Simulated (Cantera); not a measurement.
A closed system holds: 1 mol MgO, 1.2 mol SiCl4, 1.1 mol O2, equilibrated at 925 K and 1.40 Pa.

Equilibrium computed with Cantera from the NASA thermochemical tables; the gas is ideal and each condensed phase is pure. Candidate condensed phases: Mg, MgCl2, MgO, MgSiO3, Mg2SiO4, Si, SiO2; 20 gas species. Condensed phases not in the tables: alloys, solid solutions and most ternary compounds. Equilibrium is a limit: real reactors are often held back by kinetics, nucleation or transport.

What is the equilibrium state?


```
Quantity                             Result
--------------------------------  ---------
x(Cl2)                                0.889
x(MgCl2)                             0.0820
x(Cl)                                0.0292
x(SiCl4)                            5.41e-5
n(MgSiO3(s))                      0.800 mol
n(SiO2(β-quartz))                 0.400 mol
gas amount                        2.435 mol
log10 activity of Mg(l) (absent)     -24.24
log10 activity of Si(s) (absent)     -29.83
```
